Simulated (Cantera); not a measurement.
What does this Cantera script print?

```python
import numpy as np
import cantera as ct

gas_names = [...]  # 87 gases of nasa_gas.yaml made of C, H, Si
cond_names = """
    C(gr) C6H6(L) C7H8(L) C8H18(L),n-octa Si(cr) Si(L) SiC(b)
""".split()


# ... load() reads the species with a 1 bar reference pressure and builds the phases ...
atoms = {
    'Si(CH3)4': {'Si': 1, 'C': 4, 'H': 12},
    'CH4': {'C': 1, 'H': 4},
    'H2': {'H': 2},
}
top_T = {'C(gr)': 4500, 'SiC(b)': 3050}  # K; cautious upper limits of use, not melting points


# ... equilibrate(T, P, feed) seeds the gas with the atoms and calls Mixture.equilibrate('TP', solver="vcs", rtol=1e-11, max_steps=5000) ...
results = []
feed = {'Si(CH3)4': 1, 'CH4': 1.4, 'H2': 1100}  # mol
P = 1000  # Pa
for T in [925, 1025, 1125, 1225, 1325, 1425, 1525, 1625, 1725, 1825, 1925]:
    mix = equilibrate(T, P, feed)
    results.append((T, P, feed, dict(zip(mix.species_names, mix.species_moles))))
    x = sorted(zip(gas.X, gas.species_names), reverse=True)
    print(f"T = {T:g} K  P = {P:g} Pa  gas = {mix.phase_moles(0):.4g} mol")
    print("   x: " + "  ".join(f"{s} {v:.3e}" for v, s in x if v > 0.0001))
    print("   condensed (mol): " + ("  ".join(f"{mix.phase(i).name} {mix.phase_moles(i):.4g}"
          for i in range(1, mix.n_phases) if mix.phase_moles(i) > 1e-12) or "none"))
```

It prints:

```
T = 925 K  P = 1000 Pa  gas = 1106 mol
   x: H2 9.977e-01  CH4 2.259e-03
   condensed (mol): C(gr) 1.901  SiC(b) 1
T = 1025 K  P = 1000 Pa  gas = 1108 mol
   x: H2 9.993e-01  CH4 7.339e-04
   condensed (mol): C(gr) 3.587  SiC(b) 1
T = 1125 K  P = 1000 Pa  gas = 1108 mol
   x: H2 9.997e-01  CH4 2.884e-04
   condensed (mol): C(gr) 4.08  SiC(b) 1
T = 1225 K  P = 1000 Pa  gas = 1109 mol
   x: H2 9.999e-01  CH4 1.313e-04
   condensed (mol): C(gr) 4.254  SiC(b) 1
T = 1325 K  P = 1000 Pa  gas = 1109 mol
   x: H2 9.999e-01
   condensed (mol): C(gr) 4.324  SiC(b) 1
T = 1425 K  P = 1000 Pa  gas = 1109 mol
   x: H2 9.999e-01
   condensed (mol): C(gr) 4.35  SiC(b) 1
T = 1525 K  P = 1000 Pa  gas = 1109 mol
   x: H2 9.997e-01  H 2.365e-04
   condensed (mol): C(gr) 4.348  SiC(b) 1
T = 1625 K  P = 1000 Pa  gas = 1109 mol
   x: H2 9.992e-01  H 7.053e-04
   condensed (mol): C(gr) 4.305  SiC(b) 0.9997
T = 1725 K  P = 1000 Pa  gas = 1110 mol
   x: H2 9.980e-01  H 1.855e-03
   condensed (mol): C(gr) 4.187  SiC(b) 0.9975
T = 1825 K  P = 1000 Pa  gas = 1111 mol
   x: H2 9.954e-01  H 4.394e-03  C2H2,acetylene 2.138e-04
   condensed (mol): C(gr) 3.932  SiC(b) 0.9833
T = 1925 K  P = 1000 Pa  gas = 1114 mol
   x: H2 9.899e-01  H 9.512e-03  C2H2,acetylene 4.533e-04
   condensed (mol): C(gr) 3.471  SiC(b) 0.9053
```

These are equilibrium values from Cantera (NASA tables, ideal gas, pure condensed phases), not measurements of a reactor.
